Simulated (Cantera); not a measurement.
A closed system holds: 1 mol Si, 0.053 mol O2, 23 mol CO, equilibrated at 420 Torr.

Cantera equilibrium calculation (NASA polynomials, part measured and part estimated; ideal gas, pure solids and liquids). Candidate condensed phases: C, Si, SiC, SiO2; 20 gas species. The tables hold silica as quartz up to 1696 K and as liquid above; real silica turns to tridymite and cristobalite and melts near 1996 K. Kinetics and transport are ignored. All values below are at 1077 °C.

Base state: CO 0.998, CO2 0.00163 (mole fractions); condensed: C(graphite) + SiO2(β-quartz).

Q: What changes in the equilibrium state with this change: pressure from 420 Torr to 23.3 Torr?

A: 
```tsv
species	before	after
CO	0.998	1.000
CO2	0.00163	9.04e-5
C(graphite), mol	1.93	1.90
SiO2(β-quartz), mol	1.00	1.000
```
